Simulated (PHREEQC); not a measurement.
Make-up at 20 °C: 0.019 mol H2SO4, 0.22 mol ZnSO4 and 0.24 mol Na2SO4 per kg of water. Closed to the air; pH follows from the charge balance.

Model: ion-association model, wateq4f.dat, run in PHREEQC.

- pH: 2.14
- ionic strength: 0.884 mol/kgw
- activity of water: 0.985
- total alkalinity: -38.0 meq/kg

```csv
species,molality,activity,log γ
Na+,0.418,0.298,-0.147
SO4-2,0.174,0.0285,-0.784
ZnSO4,0.0812,0.0996,0.088
Zn+2,0.0720,0.0155,-0.668
Zn(SO4)2-2,0.0668,0.0240,-0.444
NaSO4-,0.0623,0.0413,-0.179
HSO4-,0.0284,0.0179,-0.199
H+,0.00962,0.00719,-0.126
ZnOH+,2.04e-9,1.58e-9,-0.111
```

No solid was allowed to form. Caution: at this ionic strength the ion-association model is outside its range; a Pitzer model would be the better tool where its parameters exist. Complexes and solids missing from the database can't appear.
